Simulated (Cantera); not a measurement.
A closed system holds: 1 mol SiC, 0.01 mol O2, 19 mol H2, equilibrated at 1525 K and 1 atm.

Equilibrium computed with Cantera from the NASA thermochemical tables; the gas is ideal and each condensed phase is pure. Mutual solubility and eutectic melting of coexisting phases are not modelled. The tables hold silica as quartz up to 1696 K and as liquid above; real silica turns to tridymite and cristobalite and melts near 1996 K. Equilibrium is a limit: real reactors are often held back by kinetics, nucleation or transport.

| species | before | after |
|---|---|---|
| H2 | 0.999 | 0.999 |
| CH4 | 0.000117 | 0.000525 |
| CO | 0.000376 | 7.30e-7 |
| SiO | 0.000318 | 2.26e-7 |
| H | 2.35e-5 | 2.99e-7 |
| H2O | 1.08e-5 | 3.81e-7 |
| SiC(s), mol | 0.991 | 0.990 |
| SiO2(β-quartz), mol | 0.00330 | 0.00999 |
Gas species are given as mole fractions.

Q: Which change was made?
A) temperature from 1525 K to 1223 K
B) temperature from 1525 K to 1825 K
C) pressure from 1 atm to 0.0400 bar
D) temperature from 1525 K to 1625 K

A: A, temperature from 1525 K to 1223 K
